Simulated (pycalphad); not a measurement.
An equivalent pycalphad script:

```python
from pycalphad import Database, equilibrium, calculate, variables as v
import numpy as np
db = Database('COST507.tdb')
comps = ['AL', 'C', 'VA']
phases = ['AL4C3', 'FCC_A1', 'GRAPHITE', 'LIQUID']
eq = equilibrium(db, comps, phases, {v.X('C'): 0.727, v.T: np.arange(3050, 499, -75), v.P: 101325, v.N: 1}, output=['HM', 'SM'])
```

All values are pycalphad results on the COST 507 light-alloy database (1999) (1 atm), not direct measurements. No gas phase is included, though pure Al would boil below 3050 K. These are 1990s assessments: newer ones move some temperatures and phases. Amounts are mole fractions of atoms. Diffusion is slow at the low end, where real alloys seldom reach equilibrium.

Results at three of the temperatures:

```
T = 2300.00 K, P = 101325 Pa, N = 1 mol of atoms
G = -88471 J/mol, H = 31518 J/mol, S = 52.17 J/(mol K)  (SER reference)
chemical potentials (J/mol): Al -167624, C -58748
phase             fraction      x(Al)       x(C)
GRAPHITE            0.5222       none     1.0000
AL4C3               0.4778     0.5714     0.4286
```

```
T = 2225.00 K, P = 101325 Pa, N = 1 mol of atoms
G = -84591 J/mol, H = 29537 J/mol, S = 51.29 J/(mol K)  (SER reference)
chemical potentials (J/mol): Al -162171, C -55459
phase             fraction      x(Al)       x(C)
GRAPHITE            0.5222       none     1.0000
AL4C3               0.4778     0.5714     0.4286
```

```
T = 575.00 K, P = 101325 Pa, N = 1 mol of atoms
G = -21682 J/mol, H = -10508 J/mol, S = 19.43 J/(mol K)  (SER reference)
chemical potentials (J/mol): Al -67649, C -4421
phase             fraction      x(Al)       x(C)
GRAPHITE            0.5222       none     1.0000
AL4C3               0.4778     0.5714     0.4286
```

Changes of the phase set, refined by bisection:

```json
[
 {"T (K)": "2428.9", "phases above": "graphite + liquid", "phases below": "AL4C3 + graphite"}
]
```

Database names, with the compositions (at.%) that they take in these runs: AL4C3: Al 57 C 43. An entry "none" or "no" means that the model of the phase leaves that element out.
